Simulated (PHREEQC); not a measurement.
Solution (25 °C): 0.067 mol/kgw NH3. Closed to the air; pH follows from the charge balance.

Model: ion-association model, phreeqc.dat, run in PHREEQC.

Each row changes one thing in this solution. Precipitation was switched off in this run.

```
case                                           pH  ionic strength (mol/kgw)  NH4+ (mol/kgw)
------------------------------------------  -----  ------------------------  --------------
as made                                     11.03                   0.00112         0.00112
NH3 from 0.067 to 0.0134 mol/kgw            10.68                  0.000491        0.000491
NH3 from 0.067 to 0.0737 mol/kgw            11.05                   0.00118         0.00118
temperature from 25 to 80 °C                 9.62                   0.00112         0.00112
0.051 mol/kgw HBr added                      8.84                    0.0510          0.0510
0.048 mol/kgw H2SO4 added                    1.92                     0.101          0.0598
temperature from 25 to 40 °C                10.58                   0.00116         0.00116
NH3 replaced by NH4Br at the same molality   5.30                    0.0670          0.0670
temperature from 25 to 65 °C                 9.94                   0.00115         0.00115
```

Species that the database lacks are ignored. Constants without temperature data keep their 25 °C values here.
